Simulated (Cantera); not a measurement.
Moist CO burnout

An isothermal, constant-pressure homogeneous reactor starts with CO : O₂ : H₂O : N₂ = 0.0018 : 0.0045 : 0.00011 : 1 (molar parts), equivalence ratio 0.20, at 1100 K and 1.00 bar.

Computed with Cantera and GRI-Mech 3.0 (53 species, 325 reactions).

```tsv
t (s)	x CO	x O₂	x H₂O	x H₂	x NO₂	x OH
2.00e-6	0.00179	0.00447	0.000109	<1e-12	<1e-12	<1e-12
9.28e-6	0.00179	0.00447	0.000109	<1e-12	<1e-12	<1e-12
4.31e-5	0.00179	0.00447	0.000109	<1e-12	<1e-12	<1e-12
0.000200	0.00179	0.00447	0.000109	<1e-12	<1e-12	<1e-12
0.000928	0.00179	0.00447	0.000109	<1e-12	<1e-12	<1e-12
0.00431	0.00179	0.00447	0.000109	<1e-12	<1e-12	2.81e-12
0.0200	0.00179	0.00447	0.000109	1.26e-12	<1e-12	2.48e-11
0.0928	0.00179	0.00447	0.000109	2.50e-10	<1e-12	1.57e-9
0.431	0.000939	0.00404	0.000108	1.01e-6	3.34e-10	8.23e-7
2.00	0.000100	0.00363	0.000109	1.10e-7	5.19e-9	3.29e-7
```
x: mole fraction; the columns are a selection and need not sum to one.

Equilibrium at this temperature and pressure: CO 4.03e-11, O₂ 0.00357, H₂O 0.000109, H₂ 2.43e-12, NO₂ 4.66e-8, OH 8.15e-9 (gas phase only).
